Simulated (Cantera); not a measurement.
Charge: 1 mol Hg, 9.3 mol H2, 0.93 mol N2, at 1275 K and 43000 Pa.

These are equilibrium values from Cantera (NASA tables, ideal gas, pure condensed phases), not measurements of a reactor. Candidate condensed phases: Hg; 10 gas species. Equilibrium is a limit: real reactors are often held back by kinetics, nucleation or transport.

Task: What is the equilibrium state?

Result: 
| Property | Result |
|---|---|
| x(H2) | 0.828 |
| x(Hg) | 0.0890 |
| x(N2) | 0.0828 |
| x(NH3) | 1.28e-5 |
| x(H) | 1.02e-6 |
| gas amount | 11.23 mol |
| log10 activity of Hg(l) (absent) | -3.83 |
